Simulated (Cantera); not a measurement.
Input: 1 mol H2O, 0.12 mol H2, equilibrated at 7200 Pa.

Method: chemical equilibrium by Gibbs-energy minimisation in Cantera with the NASA 1993 tables (ideal gas, pure condensed phases). Candidate condensed phases: H2O; 9 gas species. Equilibrium is a limit: real reactors are often held back by kinetics, nucleation or transport.

Task: At 2050 K, list the 5 most abundant gas species with their mole fractions, and the condensed phases.

Result: H2O 0.887, H2 0.107, H 0.00277, OH 0.00251, O2 0.000166. Condensed: gas only.
